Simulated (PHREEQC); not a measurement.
## Nickel, zinc or cadmium bath

Consider water at 89 °C with 0.0028 mol/kgw ZnSO4, 0.0015 mol/kgw KCl and 0.033 mol/kgw MnSO4. Closed to the air; pH follows from the charge balance.

Computed with PHREEQC (ion-association model, phreeqc.dat).

Each row changes one thing in this solution. This is a speciation only: nothing precipitates in the calculation.

```json
[
 {"case": "as made", "pH": "5.48", "ionic strength (mol/kgw)": "0.0676", "SO4-2 (mol/kgw)": "0.0164", "Zn+2 (mol/kgw)": "0.00147", "K+ (mol/kgw)": "0.00136", "ZnSO4 (mol/kgw)": "0.00119"},
 {"case": "KCl replaced by KHF2 at the same molality", "pH": "3.95", "ionic strength (mol/kgw)": "0.0680", "SO4-2 (mol/kgw)": "0.0161", "Zn+2 (mol/kgw)": "0.00148", "K+ (mol/kgw)": "0.00136", "ZnSO4 (mol/kgw)": "0.00118"},
 {"case": "MnSO4 left out", "pH": "5.16", "ionic strength (mol/kgw)": "0.00997", "SO4-2 (mol/kgw)": "0.00212", "Zn+2 (mol/kgw)": "0.00210", "K+ (mol/kgw)": "0.00147", "ZnSO4 (mol/kgw)": "0.000624"},
 {"case": "0.013 mol/kgw NaCl added", "pH": "5.49", "ionic strength (mol/kgw)": "0.0831", "SO4-2 (mol/kgw)": "0.0170", "Zn+2 (mol/kgw)": "0.00144", "K+ (mol/kgw)": "0.00136", "ZnSO4 (mol/kgw)": "0.00105"},
 {"case": "diluted 10-fold with water", "pH": "5.61", "ionic strength (mol/kgw)": "0.00990", "SO4-2 (mol/kgw)": "0.00244", "Zn+2 (mol/kgw)": "0.000205", "K+ (mol/kgw)": "0.000146", "ZnSO4 (mol/kgw)": "7.01e-5"},
 {"case": "diluted 2-fold with water", "pH": "5.51", "ionic strength (mol/kgw)": "0.0377", "SO4-2 (mol/kgw)": "0.00920", "Zn+2 (mol/kgw)": "0.000814", "K+ (mol/kgw)": "0.000699", "ZnSO4 (mol/kgw)": "0.000541"}
]
```

Complexes and solids missing from the database can't appear. Constants without temperature data keep their 25 °C values here.
